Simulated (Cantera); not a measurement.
Input: 1 mol B, 4.8 mol H2, 7.7 mol O2, at 0.520 bar.

Cantera equilibrium calculation (NASA polynomials, part measured and part estimated; ideal gas, pure solids and liquids). Candidate condensed phases: B, B2O3, B3O3H3, H2O; 23 gas species. Rates play no part. All values below are at 1875 °C.

Base state: O2 0.455, H2O 0.432, HBO2 0.0927, OH 0.0119, BO2 0.00309, B2O3 0.00259, O 0.00180, H2 0.000725 (mole fractions); condensed: gas only.

Q: What changes in the equilibrium state with this change: pressure from 0.520 bar to 0.000160 bar?

A: 
| species | before | after |
|---|---|---|
| O2 | 0.455 | 0.365 |
| H2O | 0.432 | 0.296 |
| O | 0.00180 | 0.0921 |
| H | 0.000156 | 0.0586 |
| H2 | 0.000725 | 0.0317 |
| BO2 | 0.00309 | 0.0186 |
| OH | 0.0119 | 0.0705 |
| HBO2 | 0.0927 | 0.0646 |
| BO | 3.80e-6 | 0.00146 |
| HBO | 1.40e-6 | 6.20e-5 |
| HO2 | 1.56e-5 | 1.45e-6 |
| B2O3 | 0.00259 | 0.00184 |

Q: What changes in the equilibrium state with this change: O2 from 7.7 to 0.11 mol?

A: 
| species | before | after |
|---|---|---|
| H2 | 0.000725 | 0.952 |
| HBO | 1.40e-6 | 0.0355 |
| H | 0.000156 | 0.00564 |
| O2 | 0.455 | <1e-9 |
| H2O | 0.432 | 3.36e-5 |
| OH | 0.0119 | 2.56e-8 |
| HBO2 | 0.0927 | 0.000140 |
| O | 0.00180 | <1e-9 |
| BH2 | <1e-9 | 0.000981 |
| B2O2 | 5.96e-9 | 0.00293 |
| B(s), mol | 0 | 0.776 |
The tables' values for BH2 are old estimates; treat these amounts as uncertain. Gases not in the tables: B2H6 and higher boranes.
